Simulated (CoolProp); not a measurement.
Vapour-liquid equilibrium of dimethyl ether (1) + chloromethane (R40) (2) at -9.75 °C; x and y are mole fractions of (1).

Computed with CoolProp (multi-fluid Helmholtz-energy mixture model, Wu 2011 and Thol 2014; pair parameters Bell 2016).

```tsv
x	bubble pressure, mixture model (MPa)	bubble pressure, Raoult's law (MPa)	y, mixture model	y, Raoult's law
0.05	0.1795	0.1814	0.042	0.051
0.15	0.1768	0.1820	0.134	0.154
0.25	0.1747	0.1826	___	0.256
0.35	0.1734	0.1831	0.340	0.357
0.45	0.1730	0.1837	0.451	0.458
0.55	0.1735	0.1843	0.562	0.558
0.65	___	0.1848	___	0.657
0.75	0.1773	0.1854	0.776	0.756
0.85	0.1806	0.1860	___	0.854
0.95	0.1846	0.1865	0.960	0.951
```

**Question.** What belongs in the gaps?

**Answer.** 
- 0.25, y, mixture model: 0.234
- 0.65, bubble pressure, mixture model (MPa): 0.1749
- 0.65, y, mixture model: 0.671
- 0.85, y, mixture model: 0.873

The largest gap from Raoult's law is -5.9 % in bubble pressure, at x = 0.55. y crosses x between x = 0.35 and 0.45: the model has an azeotrope there.

The pair parameters rest on a limited set of measurements; away from them the model extrapolates.
